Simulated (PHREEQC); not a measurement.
Make-up at 25 °C: 0.023 mol/kgw HNO3, 4e-05 mol/kgw K2SO4 and 0.0021 mol/kgw CO2. Closed to the air; pH follows from the charge balance.

The numbers come from PHREEQC with the ion-association model, wateq4f.dat.

The pH is 1.69 and the ionic strength comes out as 0.0231 mol/kgw. The total alkalinity comes out as -23.0 meq/kg.

```json
[
 {"species": "NO3-", "molality": "0.0230", "activity": "0.0197", "log γ": "-0.067"},
 {"species": "H+", "molality": "0.0230", "activity": "0.0203", "log γ": "-0.053"},
 {"species": "CO2", "molality": "0.00210", "activity": "0.00211", "log γ": "0.002"},
 {"species": "K+", "molality": "8.00e-5", "activity": "6.88e-5", "log γ": "-0.066"},
 {"species": "HSO4-", "molality": "2.25e-5", "activity": "1.95e-5", "log γ": "-0.063"},
 {"species": "SO4-2", "molality": "1.75e-5", "activity": "9.85e-6", "log γ": "-0.249"},
 {"species": "HCO3-", "molality": "5.32e-8", "activity": "4.62e-8", "log γ": "-0.061"},
 {"species": "KSO4-", "molality": "5.48e-9", "activity": "4.76e-9", "log γ": "-0.061"}
]
```

Precipitation was switched off in this run.
